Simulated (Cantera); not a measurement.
A closed system holds: 1 mol FeS, 0.11 mol SO3, 2.8 mol N2, equilibrated at 775 K and 0.100 bar.

Cantera equilibrium calculation (NASA polynomials, part measured and part estimated; ideal gas, pure solids and liquids). Candidate condensed phases: Fe, FeO, FeS, FeSO4, FeS2, Fe2O3, Fe2(SO4)3, Fe3O4, S; 19 gas species. FeS: taken at fixed stoichiometry. Gases not in the tables: S3 to S7. Rates play no part.

Base state: N2 0.990, SO2 0.00963, S2 0.000250 (mole fractions); condensed: FeS(s) + FeS2(s) + Fe3O4(s).

What changes in the equilibrium state with this change: pressure from 0.100 bar to 0.140 bar?


```csv
species,before,after
N2,0.990,0.993
SO2,0.00963,0.00688
S2,0.000250,0.000178
"FeS(s), mol",0.505,0.474
"FeS2(s), mol",0.288,0.308
"Fe3O4(s), mol",0.0689,0.0728
```
